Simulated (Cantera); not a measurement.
A closed system holds: 1 mol borazine, 0.085 mol O₂, equilibrated at 800 °C and 10000 Pa.

These are equilibrium values from Cantera (NASA tables, ideal gas, pure condensed phases), not measurements of a reactor. Candidate condensed phases: B, BN, B₂O₃, B₃O₃H₃, H₂O; 39 gas species. The feed counts by its element totals alone. Mutual solubility and eutectic melting of coexisting phases are not modelled. Gases not in the tables: H₃BO₃. Rates play no part.

Base state: H₂ 0.981, N₂ 0.0182, H₂O 0.00113, HBO₂ 1.15e-5 (mole fractions); condensed: BN(s) + B₂O₃(l).

Q: What changes in the equilibrium state with this change: borazine replaced by B₂O₃?

A: 
| species | before | after |
|---|---|---|
| O₂ | <1e-9 | 1.00 |
| H₂ | 0.981 | 0 |
| N₂ | 0.0182 | 0 |
| HBO₂ | 1.15e-5 | 0 |
| H₂O | 0.00113 | 0 |
| BN(s), mol | 2.89 | 0 |
| B₂O₃(l), mol | 0.0555 | 1.00 |

Q: What changes in the equilibrium state with this change: temperature from 800 °C to 1652 °C?

A: 
```csv
species,before,after
H₂,0.981,0.926
HBO,1.32e-7,0.0362
N₂,0.0182,0.0254
B₂O₂,<1e-9,0.00434
BO,<1e-9,0.00178
B₂O₃,<1e-9,0.00127
H,4.39e-8,0.00291
"BN(s), mol",2.89,2.84
"B₂O₃(l), mol",0.0555,0
```
The tables' values for BH₂ are old estimates; treat these amounts as uncertain.

Q: What changes in the equilibrium state with this change: O₂ from 0.085 to 0.86 mol?

A: 
| species | before | after |
|---|---|---|
| H₂ | 0.981 | 0.838 |
| N₂ | 0.0182 | 0.160 |
| H₂O | 0.00113 | 0.00199 |
| HBO₂ | 1.15e-5 | 1.53e-5 |
| NH₃ | 4.85e-6 | 1.14e-5 |
| BN(s), mol | 2.89 | 1.86 |
| B₂O₃(l), mol | 0.0555 | 0.571 |
